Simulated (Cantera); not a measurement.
Feed: 1 mol SiH₄, 2.9 mol CO₂, 52 mol H₂, held at 1700 K.

These are equilibrium values from Cantera (NASA tables, ideal gas, pure condensed phases), not measurements of a reactor. Candidate condensed phases: C, C₆H₆, C₇H₈, C₈H₁₈, H₂O, Si, SiC, SiO₂; 123 gas species. The tables hold silica as quartz up to 1696 K and as liquid above; real silica turns to tridymite and cristobalite and melts near 1996 K. Gases not in the tables: Si(OH)₄. Equilibrium is a limit: real reactors are often held back by kinetics, nucleation or transport.

x: gas mole fraction; n: condensed amount in mol.

```csv
P (Pa),x H₂,x CO,x H₂O,x H,x SiO,n SiO₂(condensed)
5,0.882,0.0491,0.0319,0.0196,0.0171,0
17,0.890,0.0493,0.0321,0.0107,0.0172,0
59,0.900,0.0496,0.0294,0.00576,0.0143,?
210,0.919,0.0503,0.0211,0.00308,0.00573,?
710,0.928,0.0505,0.0175,0.00168,0.00206,?
2400,0.931,0.0507,0.0162,0.000918,0.000661,0.962
8400,0.933,0.0507,0.0158,0.000491,0.000195,0.989
29000,0.933,0.0507,0.0156,0.000264,5.69e-5,0.997
100000,0.933,0.0507,0.0156,0.000142,1.65e-5,0.999
```

**Question.** Some entries are withheld; supply them.

**Answer.** 
- 59, n SiO₂(condensed): 0.170
- 210, n SiO₂(condensed): 0.671
- 710, n SiO₂(condensed): 0.883
